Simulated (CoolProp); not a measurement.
Saturation properties of octamethylcyclotetrasiloxane (D4) (Tc = 313.4 °C, pc = 13.47 bar, ω = 0.598).

Computed with CoolProp (reference Helmholtz-energy equation of state, Thol 2015).

| T (°C) | p (bar) | vapour density (kg/m³) | enthalpy of vaporisation (kJ/kg) | liquid cp (kJ/(kg K)) | surface tension (mN/m) |
|---|---|---|---|---|---|
| 24.45 | 0.001290 | 0.01547 | 185.7 | 1.670 | 18.1 |
| 32.35 | 0.002284 | 0.02669 | 182.8 | 1.683 | 17.5 |
| 40.25 | 0.003897 | 0.04441 | 179.9 | 1.696 | 16.9 |
| 48.05 | 0.006387 | 0.07105 | 177.1 | 1.710 | 16.3 |
| 55.95 | 0.01021 | 0.1109 | 174.2 | 1.725 | 15.7 |
| 63.75 | 0.01578 | 0.1676 | 171.4 | 1.740 | 15.1 |
| 71.65 | 0.02387 | 0.2481 | 168.6 | 1.756 | 14.6 |
| 79.55 | 0.03525 | 0.3587 | 165.8 | 1.772 | 14.0 |
| 87.35 | 0.05065 | 0.5053 | 163.1 | 1.788 | 13.4 |
| 95.25 | 0.07163 | 0.7010 | 160.3 | 1.805 | 12.9 |
| 103.15 | 0.09938 | 0.9551 | 157.5 | 1.823 | 12.3 |
| 110.95 | 0.1349 | 1.275 | 154.8 | 1.840 | 11.8 |
| 118.85 | 0.1809 | 1.682 | 152.0 | 1.858 | 11.2 |
| 126.75 | 0.2389 | 2.189 | 149.2 | 1.877 | 10.7 |
| 134.55 | 0.3100 | 2.802 | 146.4 | 1.895 | 10.1 |

It boils at 175.7 °C under 1 atm.

Surface tension comes from a separate correlation (Mulero 2014), older than this fluid's equation and unchecked against measurements.
